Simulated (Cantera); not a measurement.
An isothermal, constant-pressure homogeneous reactor starts with H₂ : O₂ : N₂ = 0.18 : 1 : 1.4 (molar parts), equivalence ratio 0.090, at 900 K and 1.65 Torr.

Cantera simulation using the H2/O2 subset of GRI-Mech 3.0, which has no nitrogen chemistry; the numbers are that mechanism's predictions, not measurements. Radical loss at walls, strong at low pressure, is not modelled. Below about 950 K walls govern HO2 and H2O2 in real vessels. The temperature is held fixed by assumption; the heat of reaction is taken as removed at once.

x: mole fraction; the columns are a selection and need not sum to one.

```json
[
 {"t (s)": "3.00e-6", "x H₂": "0.0698", "x O₂": "0.388", "x HO₂": "<1e-12", "x H": "<1e-12", "x OH": "<1e-12", "x H₂O": "<1e-12", "x H₂O₂": "<1e-12"},
 {"t (s)": "9.53e-6", "x H₂": "0.0698", "x O₂": "0.388", "x HO₂": "<1e-12", "x H": "<1e-12", "x OH": "<1e-12", "x H₂O": "<1e-12", "x H₂O₂": "<1e-12"},
 {"t (s)": "3.03e-5", "x H₂": "0.0698", "x O₂": "0.388", "x HO₂": "<1e-12", "x H": "<1e-12", "x OH": "<1e-12", "x H₂O": "<1e-12", "x H₂O₂": "<1e-12"},
 {"t (s)": "9.62e-5", "x H₂": "0.0698", "x O₂": "0.388", "x HO₂": "<1e-12", "x H": "<1e-12", "x OH": "<1e-12", "x H₂O": "<1e-12", "x H₂O₂": "<1e-12"},
 {"t (s)": "0.000306", "x H₂": "0.0698", "x O₂": "0.388", "x HO₂": "<1e-12", "x H": "<1e-12", "x OH": "<1e-12", "x H₂O": "<1e-12", "x H₂O₂": "<1e-12"},
 {"t (s)": "0.000972", "x H₂": "0.0698", "x O₂": "0.388", "x HO₂": "2.01e-12", "x H": "1.90e-12", "x OH": "<1e-12", "x H₂O": "<1e-12", "x H₂O₂": "<1e-12"},
 {"t (s)": "0.00309", "x H₂": "0.0698", "x O₂": "0.388", "x HO₂": "6.39e-12", "x H": "6.42e-12", "x OH": "<1e-12", "x H₂O": "1.83e-12", "x H₂O₂": "<1e-12"},
 {"t (s)": "0.00981", "x H₂": "0.0698", "x O₂": "0.388", "x HO₂": "2.05e-11", "x H": "4.02e-11", "x OH": "6.40e-12", "x H₂O": "3.94e-11", "x H₂O₂": "<1e-12"},
 {"t (s)": "0.0312", "x H₂": "0.0698", "x O₂": "0.388", "x HO₂": "9.53e-11", "x H": "___", "x OH": "5.96e-10", "x H₂O": "___", "x H₂O₂": "<1e-12"},
 {"t (s)": "0.0990", "x H₂": "0.0635", "x O₂": "0.384", "x HO₂": "6.49e-7", "x H": "0.00305", "x OH": "0.000410", "x H₂O": "0.00452", "x H₂O₂": "4.21e-9"},
 {"t (s)": "0.315", "x H₂": "___", "x O₂": "0.357", "x HO₂": "9.19e-7", "x H": "___", "x OH": "___", "x H₂O": "___", "x H₂O₂": "___"},
 {"t (s)": "1.00", "x H₂": "0.000607", "x O₂": "0.363", "x HO₂": "8.80e-7", "x H": "0.00320", "x OH": "0.000487", "x H₂O": "0.0695", "x H₂O₂": "1.09e-8"}
]
```

Question: Fill in the missing entries.

Answer: 
- 0.0312, x H: 3.56e-9
- 0.0312, x H₂O: 5.41e-9
- 0.315, x H₂: 0.00187
- 0.315, x H: 0.0192
- 0.315, x OH: 0.000885
- 0.315, x H₂O: 0.0588
- 0.315, x H₂O₂: 7.23e-9
